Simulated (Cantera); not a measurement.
An isothermal, constant-pressure homogeneous reactor starts with CH₄ : H₂ = 1 : 1.4 (molar parts), at 1725 K and 2200 Pa. Integrator tolerance rtol = 1e-08.

Computed with Cantera and GRI-Mech 3.0 (53 species, 325 reactions). GRI-Mech 3.0 stops at C3 and has no aromatics, soot or wall deposition, so with more carbon than oxygen in the feed, carbon stays in small species such as C2H2 where larger ones or solid carbon would form. Radical loss at walls, strong at low pressure, is not modelled.

Q: What does this change do: temperature 1725 to 1825 K?

A: 
```tsv
quantity	before	after
x(CH₄) at 10.0 s	0.00103 (gas-phase equilibrium 0.000683)	0.000325 (gas-phase equilibrium 0.000317)
x(H₂) at 10.0 s	0.851 (gas-phase equilibrium 0.851)	0.850 (gas-phase equilibrium 0.850)
x(C₂H₆) at 10.0 s	7.17e-9 (gas-phase equilibrium 4.01e-9)	1.18e-9 (gas-phase equilibrium 1.14e-9)
x(C₂H₄) at 10.0 s	0.000110 (gas-phase equilibrium 0.000110)	5.37e-5 (gas-phase equilibrium 5.37e-5)
x(C₂H) at 10.0 s	1.26e-6 (gas-phase equilibrium 1.26e-6)	4.62e-6 (gas-phase equilibrium 4.62e-6)
```
